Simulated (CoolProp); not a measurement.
Properties of n-decane along the isobar 3.03 MPa (Tc = 617.7 K, pc = 2.101 MPa, ω = 0.488).

Values from CoolProp's reference Helmholtz-energy equation of state, Lemmon 2006. It is a short technical equation, of lower accuracy than the large ones.

```json
[
 {"T (K)": "437.5", "phase": "liquid", "Z": "0.1915", "cp (kJ/(kg K))": "2.754", "speed of sound (m/s)": "772.9", "expansivity (1/kK)": "1.376", "fugacity coefficient": "0.02967"},
 {"T (K)": "452.7", "phase": "liquid", "Z": "0.1891", "cp (kJ/(kg K))": "2.818", "speed of sound (m/s)": "725.3", "expansivity (1/kK)": "1.448", "fugacity coefficient": "0.04300"},
 {"T (K)": "467.9", "phase": "liquid", "Z": "0.1871", "cp (kJ/(kg K))": "2.882", "speed of sound (m/s)": "677.9", "expansivity (1/kK)": "1.534", "fugacity coefficient": "0.06026"},
 {"T (K)": "483.1", "phase": "liquid", "Z": "0.1857", "cp (kJ/(kg K))": "2.946", "speed of sound (m/s)": "630.7", "expansivity (1/kK)": "1.637", "fugacity coefficient": "0.08195"},
 {"T (K)": "498.3", "phase": "liquid", "Z": "0.1847", "cp (kJ/(kg K))": "3.012", "speed of sound (m/s)": "583.3", "expansivity (1/kK)": "1.761", "fugacity coefficient": "0.1085"},
 {"T (K)": "513.5", "phase": "liquid", "Z": "0.1843", "cp (kJ/(kg K))": "3.079", "speed of sound (m/s)": "535.7", "expansivity (1/kK)": "1.915", "fugacity coefficient": "0.1401"},
 {"T (K)": "528.7", "phase": "liquid", "Z": "0.1845", "cp (kJ/(kg K))": "3.148", "speed of sound (m/s)": "487.6", "expansivity (1/kK)": "2.110", "fugacity coefficient": "0.1770"},
 {"T (K)": "543.9", "phase": "liquid", "Z": "0.1856", "cp (kJ/(kg K))": "3.221", "speed of sound (m/s)": "438.8", "expansivity (1/kK)": "2.364", "fugacity coefficient": "0.2190"},
 {"T (K)": "559.2", "phase": "liquid", "Z": "0.1876", "cp (kJ/(kg K))": "3.301", "speed of sound (m/s)": "388.8", "expansivity (1/kK)": "2.708", "fugacity coefficient": "0.2663"},
 {"T (K)": "574.4", "phase": "liquid", "Z": "0.1910", "cp (kJ/(kg K))": "3.392", "speed of sound (m/s)": "338.1", "expansivity (1/kK)": "3.194", "fugacity coefficient": "0.3177"},
 {"T (K)": "589.6", "phase": "liquid", "Z": "0.1963", "cp (kJ/(kg K))": "3.500", "speed of sound (m/s)": "286.1", "expansivity (1/kK)": "3.929", "fugacity coefficient": "0.3729"},
 {"T (K)": "604.8", "phase": "liquid", "Z": "0.2049", "cp (kJ/(kg K))": "3.643", "speed of sound (m/s)": "232.8", "expansivity (1/kK)": "5.152", "fugacity coefficient": "0.4310"},
 {"T (K)": "620", "phase": "supercritical", "Z": "0.2196", "cp (kJ/(kg K))": "3.871", "speed of sound (m/s)": "178.2", "expansivity (1/kK)": "7.556", "fugacity coefficient": "0.4905"}
]
```
